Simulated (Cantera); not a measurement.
# Equilibrium for silicon etching in halogen gases: Si + NF3 + N2

Input: 1 mol Si, 4.5 mol NF3, 5.8 mol N2, held at 825 K.

Equilibrium computed with Cantera from the NASA thermochemical tables; the gas is ideal and each condensed phase is pure. Candidate condensed phases: Si, Si3N4; 16 gas species. The numbers say what is thermodynamically allowed, not how fast it happens.

```csv
P (Pa),x N2,x F,x F2,x NF3,x SiF4,x NF2
1,0.441,0.488,0.0163,1.55e-7,0.0548,5.82e-10
4.20,0.457,0.432,0.0538,3.97e-6,0.0568,4.00e-9
18,0.489,0.322,0.128,6.44e-5,0.0608,2.04e-8
75,0.525,0.201,0.208,0.000578,0.0652,7.01e-8
320,0.552,0.110,0.266,0.00365,0.0687,1.90e-7
1300,0.568,0.0567,0.287,0.0168,0.0716,4.18e-7
5600,0.581,0.0258,0.256,0.0617,0.0760,7.82e-7
24000,0.592,0.0102,0.170,0.145,0.0826,1.09e-6
100000,0.601,0.00355,0.0866,0.221,0.0883,1.14e-6
```
x: gas mole fraction; nothing condenses.

From 1.00 Pa to 1.00 bar nothing is condensed. The main Si-bearing gas is SiF4 throughout.
